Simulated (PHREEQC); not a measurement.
A solution holds 0.083 mol KH2PO4, 0.037 mol H2SO4 and 0.00026 mol Ag2SO4 per kg of water, at 25 °C. Closed to the air; pH follows from the charge balance.

Model: ion-association model, wateq4f.dat, run in PHREEQC.

This is a speciation only: nothing precipitates in the calculation.

Order these S species by the share of S that they hold, largest first: HSO4-, SO4-2, KSO4-, AgSO4-.

SO4-2 (58 %), HSO4- (31 %), KSO4- (11 %), AgSO4- (0.18 %)

The pH is 1.92 and the ionic strength 0.116 mol/kgw. H3PO4, which wateq4f.dat lacks, is added to it with the constant of phreeqc.dat. The database has no phosphate complexes of Ag.
